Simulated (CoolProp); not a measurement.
Sulfur dioxide along the isotherm 459.3 K: density (kg/m³) from the reference equation and from simpler models built on Tc = 430.6 K, pc = 78.87 bar, ω = 0.256; each cubic takes its own stable root.

Model: reference Helmholtz-energy equation of state, Gao 2016, in CoolProp.

```tsv
p (bar)	phase	reference	ideal gas	Peng-Robinson
21.9	gas	[?]	36.74	40.32
43.8	gas	88.68	73.48	[?]
65.7	gas	[?]	110.2	155.9
87.6	supercritical	247.2	147.0	[?]
110	supercritical	434.0	184.5	418.4
131	supercritical	647.4	219.8	578.6
153	supercritical	753.6	256.7	678.6
175	supercritical	813.5	293.6	744.8
197	supercritical	855.2	[?]	794.5
```

Q: What belongs in the gaps?

A: 
- 21.9, reference: 39.97
- 43.8, Peng-Robinson: 90.19
- 65.7, reference: 152.3
- 87.6, Peng-Robinson: 252.4
- 197, ideal gas: 330.5
